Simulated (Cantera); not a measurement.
An isothermal, constant-pressure homogeneous reactor starts with C3H8 : H2 = 1 : 3.4 (molar parts), at 1050 K and 0.140 bar.

Detailed kinetics in Cantera: GRI-Mech 3.0 (53 species, 325 reactions). GRI-Mech 3.0 was tuned for natural gas; its chemistry of propane as a main component is partial and can be far from experiment. GRI-Mech 3.0 stops at C3 and has no aromatics, soot or wall deposition, so with more carbon than oxygen in the feed, carbon stays in small species such as C2H2 where larger ones or solid carbon would form.

Problem. Predict: x(C3H8) at 200 s; x(H2) at 200 s; x(C2H2) at 200 s; x(CH3) at 200 s; x(H) at 200 s; x(CH4) at 200 s.

Solution. 
* **x(C3H8) at 200 s**: 3.62e-5 (gas-phase equilibrium 6.58e-7)
* **x(H2) at 200 s**: 0.564 (gas-phase equilibrium 0.331)
* **x(C2H2) at 200 s**: 0.00930 (gas-phase equilibrium 0.000795)
* **x(CH3) at 200 s**: 1.69e-6 (gas-phase equilibrium 4.46e-7)
* **x(H) at 200 s**: 1.84e-7 (gas-phase equilibrium 1.26e-8)
* **x(CH4) at 200 s**: 0.288 (gas-phase equilibrium 0.661)
